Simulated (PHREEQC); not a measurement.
Consider water at 25 °C with 14 mmol/kgw HF, 0.31 mmol/kgw KF, 0.53 mmol/kgw H4SiO4 and 14 mmol/kgw H2SO4. Closed to the air; pH follows from the charge balance.

The numbers come from PHREEQC with the ion-association model, phreeqc.dat.

Each row changes one thing in this solution. This is a speciation only: nothing precipitates in the calculation.

```json
[
 {"case": "as made", "pH": "1.72", "ionic strength (mol/kgw)": "0.0290", "HF (mol/kgw)": "0.0106", "HSO4- (mol/kgw)": "0.00751", "SO4-2 (mol/kgw)": "0.00649", "F- (mol/kgw)": "0.000445", "SI of Quartz (SiO2)": "-2.32"},
 {"case": "diluted 5-fold with water", "pH": "2.32", "ionic strength (mol/kgw)": "0.00741", "HF (mol/kgw)": "0.00221", "HSO4- (mol/kgw)": "0.000742", "SO4-2 (mol/kgw)": "0.00206", "F- (mol/kgw)": "0.000335", "SI of Quartz (SiO2)": "-0.29"},
 {"case": "H4SiO4 replaced by K2SiO3 at the same molality", "pH": "1.74", "ionic strength (mol/kgw)": "0.0293", "HF (mol/kgw)": "0.0106", "HSO4- (mol/kgw)": "0.00734", "SO4-2 (mol/kgw)": "0.00662", "F- (mol/kgw)": "0.000463", "SI of Quartz (SiO2)": "-2.35"},
 {"case": "H2SO4 from 0.014 to 0.021 mol/kgw", "pH": "1.58", "ionic strength (mol/kgw)": "0.0397", "HF (mol/kgw)": "0.0108", "HSO4- (mol/kgw)": "0.0126", "SO4-2 (mol/kgw)": "0.00837", "F- (mol/kgw)": "0.000333", "SI of Quartz (SiO2)": "-2.11"},
 {"case": "0.02 mol/kgw LiNO3 added", "pH": "1.72", "ionic strength (mol/kgw)": "0.0495", "HF (mol/kgw)": "0.0106", "HSO4- (mol/kgw)": "0.00700", "SO4-2 (mol/kgw)": "0.00673", "F- (mol/kgw)": "0.000465", "SI of Quartz (SiO2)": "-2.39"},
 {"case": "0.0077 mol/kgw Ca(OH)2 added", "pH": "2.06", "ionic strength (mol/kgw)": "0.0356", "HF (mol/kgw)": "0.0101", "HSO4- (mol/kgw)": "0.00403", "SO4-2 (mol/kgw)": "0.00782", "F- (mol/kgw)": "0.000929", "SI of Quartz (SiO2)": "-2.88"},
 {"case": "H2SO4 replaced by Al2(SO4)3 at the same molality", "pH": "2.18", "ionic strength (mol/kgw)": "0.0808", "HF (mol/kgw)": "9.81e-6", "HSO4- (mol/kgw)": "0.00609", "SO4-2 (mol/kgw)": "0.0189", "F- (mol/kgw)": "1.30e-6", "SI of Quartz (SiO2)": "+0.71"},
 {"case": "temperature from 25 to 90 °C", "pH": "1.84", "ionic strength (mol/kgw)": "0.0190", "HF (mol/kgw)": "0.0140", "HSO4- (mol/kgw)": "0.0116", "SO4-2 (mol/kgw)": "0.00238", "F- (mol/kgw)": "0.000209", "SI of Quartz (SiO2)": "-0.09"}
]
```

Species that the database lacks are ignored. Some of these states are supersaturated (in Fluorite, Quartz (slow to form), Chalcedony (slow to form), for instance). Away from 25 °C the constants follow the database's enthalpies or fits; those with neither stay at their 25 °C values. SiF6-2 is the database's only silicon fluoride.
